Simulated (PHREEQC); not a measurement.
A solution holds 6.4 mmol/kgw HNO3, 3.3 mmol/kgw AlCl3 and 17 mmol/kgw MnSO4, at 25 °C. Closed to the air; pH follows from the charge balance.

Computed with PHREEQC (ion-association model, phreeqc.dat).

**Question.** The ionic strength comes out as 0.0585 mol/kgw. What activity coefficients do Cl-, AlSO4+, H+, Al(SO4)2-, Al+3 get?

**Answer.** Cl- 0.80, AlSO4+ 0.81, H+ 0.85, Al(SO4)2- 0.81, Al+3 0.23.

This is a speciation only: nothing precipitates in the calculation.
